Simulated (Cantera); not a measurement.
# Adiabatic ignition

An adiabatic, constant-volume homogeneous reactor starts with CH4 : CO : O2 : N2 = 1 : 0.5 : 4.5 : 16.9 (molar parts), equivalence ratio 0.50, at 1100 K and 8.20 bar.

Cantera simulation using GRI-Mech 3.0 (53 species, 325 reactions); the numbers are that mechanism's predictions, not measurements.

```tsv
t (s)	T (K)	P (bar)	x CH4	x CO	x O2	x C2H	x N2O
1.00e-6	1100	8.20	0.0437	0.0218	0.197	<1e-12	<1e-12
4.84e-6	1100	8.20	0.0437	0.0218	0.197	<1e-12	<1e-12
2.34e-5	1100	8.20	0.0437	0.0218	0.197	<1e-12	<1e-12
0.000113	1100	8.20	0.0437	0.0218	0.197	<1e-12	<1e-12
0.000547	1100	8.20	0.0437	0.0218	0.197	<1e-12	1.48e-12
0.00265	1100	8.20	0.0436	0.0218	0.196	<1e-12	1.68e-11
0.0128	1103	8.23	0.0433	0.0218	0.196	<1e-12	2.20e-10
0.0619	2408	17.8	<1e-12	0.00113	0.0922	<1e-12	2.83e-6
0.299	2408	17.8	<1e-12	0.00113	0.0922	<1e-12	2.83e-6
1.45	2408	17.8	<1e-12	0.00113	0.0922	<1e-12	2.83e-6
7.00	2408	17.8	<1e-12	0.00113	0.0922	<1e-12	2.83e-6
```
x: mole fraction; the columns are a selection and need not sum to one.

- time of steepest temperature rise: 23.1 ms
- temperature at 7.00 s: 2408 K
- equilibrium temperature: 2408 K
- x(CH4) at 7.00 s: <1e-12 (gas-phase equilibrium <1e-12)
- x(CO) at 7.00 s: 0.00113 (gas-phase equilibrium 0.00113)
- x(O2) at 7.00 s: 0.0922 (gas-phase equilibrium 0.0922)
